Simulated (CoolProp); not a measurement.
Vapour-liquid equilibrium of cyclohexane (1) + n-heptane (2) at 0.0916 MPa; x and y are mole fractions of (1).

The numbers come from the multi-fluid Helmholtz-energy mixture model, Zhou 2014 and Span 2003; pair parameters Bell 2016 in CoolProp.

Q: Give the bubble temperature and the first vapour's composition at x = 0.05, 0.275, 0.575. Is there an azeotrope?

A: x = 0.05: 367.0 K, y = 0.081; x = 0.275: 362.1 K, y = 0.390; x = 0.575: 356.7 K, y = 0.694. No azeotrope shows between x = 0.05 and 0.95.

Pair parameters are fitted to limited data, so mixtures are less certain than the pure fluids.
